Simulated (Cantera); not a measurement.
A perfectly stirred reactor is fed with 98.1 % N₂O, 1.86 % H₂O, at 285 Torr; it is held at 1250 K, and followed from long to short residence time.

Model: GRI-Mech 3.0 (53 species, 325 reactions), integrated in Cantera. GRI-Mech 3.0 was tuned for natural gas; its chemistry of N2O as a main component is partial and can be far from experiment. The mechanism lacks the step 2 NO + O2 → 2 NO2, which can matter for NO2 below about 1400 K. The temperature is held fixed by assumption; the heat of reaction is taken as removed at once.

Problem. Predict: x(N₂O) at τ = 15.0 s; x(H₂O) at τ = 15.0 s; x(H) at τ = 15.0 s; x(NO₂) at τ = 15.0 s; x(H₂) at τ = 15.0 s; x(N₂O) at τ = 81.0 ms; x(H₂O) at τ = 81.0 ms; x(H) at τ = 81.0 ms; x(NO₂) at τ = 81.0 ms; x(H₂) at τ = 81.0 ms.

Solution. 
| Quantity | Result |
|---|---|
| x(N₂O) at τ = 15.0 s | 0.0847 |
| x(H₂O) at τ = 15.0 s | 0.0130 |
| x(H) at τ = 15.0 s | 3.03e-9 |
| x(NO₂) at τ = 15.0 s | 0.000258 |
| x(H₂) at τ = 15.0 s | 2.57e-8 |
| x(N₂O) at τ = 81.0 ms | 0.913 |
| x(H₂O) at τ = 81.0 ms | 0.0182 |
| x(H) at τ = 81.0 ms | 3.99e-9 |
| x(NO₂) at τ = 81.0 ms | 0.000389 |
| x(H₂) at τ = 81.0 ms | 3.98e-8 |
